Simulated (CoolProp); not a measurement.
R1234yf along the isotherm 136.85 °C: Z from the reference equation and from simpler models built on Tc = 94.7 °C, pc = 3384 kPa, ω = 0.276; each cubic takes its own stable root.

Values from CoolProp's reference Helmholtz-energy equation of state, Lemmon 2022.

| p (kPa) | phase | reference | van der Waals | Redlich-Kwong | Peng-Robinson |
|---|---|---|---|---|---|
| 53.5 | gas | 0.9962 | 0.9964 | 0.9961 | 0.9958 |
| 110 | gas | 0.9922 | 0.9926 | 0.9919 | 0.9913 |
| 226 | gas | 0.9838 | 0.9846 | 0.9833 | 0.9821 |
| 463 | gas | 0.9666 | 0.9681 | 0.9655 | 0.9631 |
| 952 | gas | 0.9300 | [?] | 0.9276 | 0.9233 |
| 1950 | gas | 0.8508 | 0.8525 | 0.8449 | 0.8388 |
| 4010 | supercritical | 0.6621 | 0.6274 | 0.6410 | 0.6501 |
| 8240 | supercritical | [?] | [?] | 0.4703 | 0.4707 |
| 16900 | supercritical | 0.6599 | 0.8673 | 0.7142 | 0.6687 |

Problem. Complete the blanks.

Solution. 
- 952, van der Waals: 0.9326
- 8240, reference: 0.4295
- 8240, van der Waals: 0.5182
